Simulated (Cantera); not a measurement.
Equilibrium for silicon oxide and oxynitride deposition: Si2H6 + H2O + H2

Charge: 1 mol Si2H6, 10 mol H2O, 0.79 mol H2, held at 0.113 Torr.

These are equilibrium values from Cantera (NASA tables, ideal gas, pure condensed phases), not measurements of a reactor. Candidate condensed phases: H2O, Si, SiO2; 18 gas species. The feed counts by its element totals alone. The tables hold silica as quartz up to 1696 K and as liquid above; real silica turns to tridymite and cristobalite and melts near 1996 K. Equilibrium is a limit: real reactors are often held back by kinetics, nucleation or transport.

| T (K) | x H2 | x H2O | x H | x OH | x SiO | x O | n SiO2(α-quartz) | n SiO2(β-quartz) |
|---|---|---|---|---|---|---|---|---|
| 798 | 0.565 | 0.435 | 1.64e-10 | <1e-12 | <1e-12 | <1e-12 | 2.00 | 0 |
| 898 | 0.565 | 0.435 | 6.72e-9 | 4.76e-12 | <1e-12 | <1e-12 | 0 | 2.00 |
| 998 | 0.565 | 0.435 | 1.32e-7 | 2.21e-10 | <1e-12 | <1e-12 | 0 | 2.00 |
| 1098 | 0.565 | 0.435 | 1.52e-6 | 5.15e-9 | 1.63e-12 | <1e-12 | 0 | 2.00 |
| 1198 | 0.565 | 0.435 | 1.17e-5 | 7.10e-8 | 2.46e-10 | 1.50e-12 | 0 | 2.00 |
| 1298 | 0.565 | 0.435 | 6.58e-5 | 6.55e-7 | 1.69e-8 | 7.34e-11 | 0 | 2.00 |
| 1398 | 0.565 | 0.435 | 0.000290 | 4.41e-6 | 6.22e-7 | 2.06e-9 | 0 | 2.00 |
x: gas mole fraction; n: condensed amount in mol.

At 798 K the condensed part is SiO2(α-quartz). From 898 K to 1398 K the condensed part is SiO2(β-quartz).
